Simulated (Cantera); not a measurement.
An isothermal plug-flow reactor at 973 K and 1.01 bar (inlet), inlet velocity 2.9 m/s, active area per volume 4500 1/m; feed H₂ : O₂ : N₂ = 0.0072 : 0.014 : 0.79 (molar parts), equivalence ratio 0.26.

Detailed kinetics in Cantera: Deutschmann's 1995 Pt surface mechanism with GRI-Mech 3.0 gas chemistry. Catalytic surfaces can have several steady states; this one follows from the mechanism file's or the stated starting coverage. Mass transfer to the wall is taken as infinitely fast.

What does this change do: temperature 973 to 498 K?


| quantity | before | after |
|---|---|---|
| x(H₂) at z = 0.0049 m | 7.82e-11 | 4.30e-5 |
| x(O₂) at z = 0.0049 m | 0.0129 | 0.0129 |
| x(H₂O) at z = 0.0049 m | 0.00892 | 0.00887 |
| θ(free Pt) at the exit | 0.275 | 0.00488 |
| θ(O*) at the exit | 0.723 | 0.986 |
| θ(OH*) at the exit | 0.00210 | 0.00864 |
